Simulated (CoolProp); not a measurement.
The numbers come from the reference Helmholtz-energy equation of state, Thol 2016 in CoolProp.

For hexamethyldisiloxane (MM), give the phase and the Z, isothermal compressibility (1/MPa) at 414.5 K and 2.97 MPa.


- 414.5 K and 2.97 MPa: liquid; Z 0.221, isothermal compressibility 0.00673
